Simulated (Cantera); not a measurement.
**Equilibrium for aluminium nitride and oxide growth: AlCl3 + H2O + N2 + HCl**

Input: 1 mol AlCl3, 1.5 mol H2O, 1.8 mol N2, 4.5 mol HCl, held at 0.0340 bar.

Cantera equilibrium calculation (NASA polynomials, part measured and part estimated; ideal gas, pure solids and liquids). Candidate condensed phases: Al, AlCl3, AlN, Al2O3, H2O, NH4Cl; 45 gas species. The tables' values for AlCl2 are old estimates; treat these amounts as uncertain. Condensed phases not in the tables: AlOCl. Equilibrium is a limit: real reactors are often held back by kinetics, nucleation or transport.

```csv
T (K),log p HCl,log p N2,log p Cl,log p H2,log p H2O,log p H,n Al2O3(s)
673,-1.56,-2.18,-11.15,-9.21,-6.80,<-13,0.500
873,-1.56,-2.18,-8.14,-7.52,-5.64,<-13,0.500
1073,-1.56,-2.18,-6.30,-6.33,-4.93,-11.02,0.499
1273,-1.56,-2.18,-5.11,-5.34,-4.45,-8.82,0.497
1473,-1.57,-2.18,-4.28,-4.56,-4.11,-7.18,0.493
1673,-1.57,-2.18,-3.65,-3.95,-3.85,-5.92,0.487
1873,-1.58,-2.19,-3.16,-3.47,-3.67,-4.92,0.480
2073,-1.61,-2.19,-2.77,-3.10,-3.50,-4.13,0.470
2273,-1.66,-2.21,-2.46,-2.84,-3.30,-3.50,0.445
```
log p: log10 of the partial pressure in bar; n: condensed amount in mol.

From 673 K to 2273 K the condensed part is Al2O3(s). The main Al-bearing gas is AlCl3 throughout.
